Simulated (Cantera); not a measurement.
## NO annealing gas

A perfectly stirred reactor is fed with 65.8 % NO, 34.2 % N2, at 1.00 bar; it is held at 1750 K, and followed from long to short residence time.

Cantera simulation using GRI-Mech 3.0 (53 species, 325 reactions); the numbers are that mechanism's predictions, not measurements.

```
τ (s)     x NO     x N2O      x O2      x O   x N2
-------  -----  --------  --------  -------  -----
19       0.239   2.22e-5     0.209  3.47e-5  0.552
6.8      0.357   4.98e-5     0.150  2.97e-5  0.492
2.3      0.484   9.24e-5    0.0864  2.30e-5  0.429
0.81     0.574  0.000132    0.0410  1.67e-5  0.384
0.28     0.624  0.000156    0.0162  1.17e-5  0.359
0.098    0.645  0.000165   0.00584  8.78e-6  0.348
0.034    0.653  0.000161   0.00191  7.19e-6  0.344
0.012    0.656  0.000143  0.000555  6.08e-6  0.343
0.0041   0.657  0.000105  0.000109  4.57e-6  0.342
0.0014   0.658   5.90e-5   1.09e-5  2.64e-6  0.342
0.00049  0.658   2.64e-5   8.19e-7  1.39e-6  0.342
```
x: mole fraction; the columns are a selection and need not sum to one.
